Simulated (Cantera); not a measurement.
A closed system holds: 1 mol H₂S, 5.5 mol H₂, held at 1825 K and 83.0 Pa.

Equilibrium computed with Cantera from the NASA thermochemical tables; the gas is ideal and each condensed phase is pure. Candidate condensed phases: S; 7 gas species. The numbers say what is thermodynamically allowed, not how fast it happens.

Base state: H₂ 0.902, S₂ 0.0586, H 0.0145, SH 0.0107, S 0.00761, H₂S 0.00626 (mole fractions); condensed: gas only.

What changes in the equilibrium state with this change: temperature from 1825 K to 1498.15 K?


```csv
species,before,after
H₂,0.902,0.914
S₂,0.0586,0.0585
H₂S,0.00626,0.0233
H,0.0145,0.000571
SH,0.0107,0.00372
S,0.00761,0.000334
```
